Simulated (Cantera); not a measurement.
## Premixed flame

A freely propagating, adiabatic, planar premixed flame of 12.0 % CH4, 18.5 % O2, 69.5 % N2, unburnt at 600 K and 0.150 bar; mixture-averaged transport, grid criteria slope 0.08 and curve 0.16, no radiation.

Cantera simulation using GRI-Mech 3.0 (53 species, 325 reactions); the numbers are that mechanism's predictions, not measurements. Burning velocities carry a grid error of a few per cent, more on coarse grids.

```tsv
z (mm)	T (K)	u (m/s)	x CH4	x O2	x OH	x O	x NO	x HCO
-5.74	600	1.50	0.120	0.185	<1e-8	<1e-8	<1e-8	<1e-8
-3.83	602	1.51	0.119	0.184	2.47e-8	1.25e-8	<1e-8	<1e-8
-2.87	611	1.54	0.118	0.182	4.33e-7	1.20e-7	3.28e-8	<1e-8
-1.91	685	1.75	0.111	0.176	4.99e-6	1.36e-6	3.43e-7	<1e-8
-0.957	1097	2.86	0.0768	0.140	7.22e-5	3.36e-5	3.11e-6	2.96e-6
-0.478	1488	3.95	0.0411	0.0967	0.000495	0.000182	7.51e-6	3.85e-5
0	1835	4.93	0.0114	0.0499	0.00205	0.000681	1.59e-5	9.14e-5
0.478	2002	5.40	0.00150	0.0214	0.00465	0.00142	2.89e-5	4.64e-5
0.957	2048	5.52	0.000122	0.00967	0.00645	0.00190	4.12e-5	7.58e-6
1.91	2064	5.54	6.43e-7	0.00415	0.00726	0.00204	5.39e-5	9.75e-8
3.83	2074	5.56	<1e-8	0.00318	0.00718	0.00192	6.04e-5	3.16e-8
7.66	2086	5.58	<1e-8	0.00290	0.00699	0.00177	6.39e-5	2.97e-8
15.3	2104	5.62	<1e-8	0.00255	0.00667	0.00154	6.89e-5	2.71e-8
```
x: mole fraction of selected species; z is measured from the peak of heat release.

laminar burning velocity: 149 cm/s
thermal thickness: 1.91 mm
peak x(OH): 0.00727
peak x(O): 0.00204
peak x(HCO): 9.14e-5
grid points: 152
